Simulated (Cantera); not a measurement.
Feed: 1 mol Al2O3, 0.62 mol H2, 32 mol N2, at 1348.15 K and 0.0110 bar.

Method: chemical equilibrium by Gibbs-energy minimisation in Cantera with the NASA 1993 tables (ideal gas, pure condensed phases). Candidate condensed phases: Al, AlN, Al2O3, H2O; 35 gas species. Rates play no part.

Base state: N2 0.981, H2 0.0190 (mole fractions); condensed: Al2O3(s).

What changes in the equilibrium state with this change: Al2O3 replaced by Cr2O3?


```csv
species,before,after
N2,0.981,0.981
H2,0.0190,0.0190
"Al2O3(s), mol",1.00,0
"Cr2O3(s), mol",0,1.000
```
Further candidate phases: Cr, CrN, Cr2N, Cr2O3.

What changes in the equilibrium state with this change: 1.1 mol CO2 added?


| species | before | after |
|---|---|---|
| N2 | 0.981 | 0.949 |
| CO2 | 0 | 0.0191 |
| CO | 0 | 0.0135 |
| H2 | 0.0190 | 0.00488 |
| H2O | 4.43e-8 | 0.0135 |
| Al2O3(s), mol | 1.00 | 1.00 |
Further candidate phases: C, C6H6, C7H8, C8H18.
